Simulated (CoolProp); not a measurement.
Chlorine at 293.15 K and 2.65 MPa is throttled through a valve to 0.854 MPa with no heat exchange. Each further row changes one setting.

Computed with CoolProp (reference Helmholtz-energy equation of state, Thol 2021).

```json
[
 {"case": "as stated", "temperature change (K)": "+0.5", "final phase": "liquid", "final density (kg/m³)": "1410"},
 {"case": "outlet pressure 0.256 MPa", "temperature change (K)": "…", "final phase": "two-phase, vapour fraction 0.111", "final density (kg/m³)": "…"},
 {"case": "outlet pressure 1.11 MPa", "temperature change (K)": "…", "final phase": "liquid", "final density (kg/m³)": "1410"}
]
```

Q: Some entries are withheld; supply them.

A: 
- outlet pressure 0.256 MPa, temperature change (K): -30.6
- outlet pressure 0.256 MPa, final density (kg/m³): 75.6
- outlet pressure 1.11 MPa, temperature change (K): +0.4
